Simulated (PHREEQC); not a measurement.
30 mol of Gypsum (CaSO4:2H2O) is brought to equilibrium with 1 kg of water, with rising amounts of NaHSO4, at 25 °C. No CO2 enters from the air. Solids allowed: Gypsum. Others were left out.

Computed with PHREEQC (Pitzer model, pitzer.dat).

```csv
NaHSO4 added (mol),pH,dissolved Ca (mol/kgw),HSO4- (mol/kgw),SO4-2 (mol/kgw)
0,7.06,0.0151,4.83e-8,0.0151
0.0333,1.85,0.0124,0.0146,___
0.1,___,0.0118,0.0517,0.0601
0.133,1.37,0.0118,0.0713,___
0.167,1.30,0.0118,0.0919,___
0.233,1.18,0.0119,0.133,___
0.267,1.13,0.0120,0.154,0.125
0.3,1.08,0.0121,0.175,0.137
0.367,___,0.0122,0.217,___
0.4,0.97,0.0123,0.238,0.174
```

**Question.** Complete the blanks.

**Answer.** 
- 0.0333, SO4-2 (mol/kgw): 0.0311
- 0.1, pH: 1.47
- 0.133, SO4-2 (mol/kgw): 0.0734
- 0.167, SO4-2 (mol/kgw): 0.0869
- 0.233, SO4-2 (mol/kgw): 0.112
- 0.367, pH: 1.01
- 0.367, SO4-2 (mol/kgw): 0.162
